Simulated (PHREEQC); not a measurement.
1 kg of water holding 0.021 mol/kgw KCl, 0.0051 mol/kgw NaCl and 0.54 mol/kgw MgCl2 is evaporated at 25 °C; the solids stay in contact with the brine. The system is closed to CO2. Only these solids could form: Bischofite, Brucite, Carnallite, Halite, Sylvite, MgCl2_4H2O.

The series has 15 steps of water left (kg), from 1 to 0.01567.

Equilibrium calculation in PHREEQC: Pitzer model, pitzer.dat.

Question: Which solids form, in which order, and at which step of the series does each first stand?

Answer: Carnallite from water left = 0.093 kg; Bischofite from water left = 0.05321 kg; Halite from water left = 0.05321 kg.

Species that the database lacks are ignored.
